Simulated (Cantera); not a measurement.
**Equilibrium for calcination and drying: Ca(OH)2 + CO2**

Input: 1 mol Ca(OH)2, 0.6 mol CO2, equilibrated at 10.0 mbar.

Equilibrium computed with Cantera from the NASA thermochemical tables; the gas is ideal and each condensed phase is pure. Candidate condensed phases: C, C6H6, C7H8, C8H18, Ca, CaCO3, CaO, Ca(OH)2, H2O; 115 gas species. The numbers say what is thermodynamically allowed, not how fast it happens.

From 1273 K to 2073 K the condensed part is CaO(s).

```
T (K)  x H2O  x CO2      x CO      x O2      x H2      x OH       x H       x O  n CaO(s)
-----  -----  -----  --------  --------  --------  --------  --------  --------  --------
1273   0.625  0.375   4.83e-5   4.67e-5   4.87e-5   7.36e-6   4.97e-8   7.35e-9      1.00
1373   0.625  0.375  0.000182  0.000157  0.000148   3.06e-5   4.05e-7   7.73e-8      1.00
1473   0.624  0.374  0.000571  0.000452  0.000385  0.000105   2.48e-6   5.93e-7      1.00
1573   0.623  0.373   0.00154   0.00114  0.000887  0.000307   1.21e-5   3.52e-6     1.000
1673   0.621  0.370   0.00365   0.00256   0.00185  0.000790   4.90e-5   1.69e-5     1.000
1773   0.617  0.365   0.00781   0.00524   0.00356   0.00182  0.000170   6.79e-5     1.000
1873   0.609  0.355    0.0152   0.00984   0.00636   0.00383  0.000515  0.000235     1.000
1973   0.596  0.339    0.0273    0.0171    0.0107   0.00739   0.00139  0.000710     1.000
2073   0.576  0.316    0.0452    0.0277    0.0170    0.0132   0.00343   0.00191     1.000
```
x: gas mole fraction; n: condensed amount in mol.
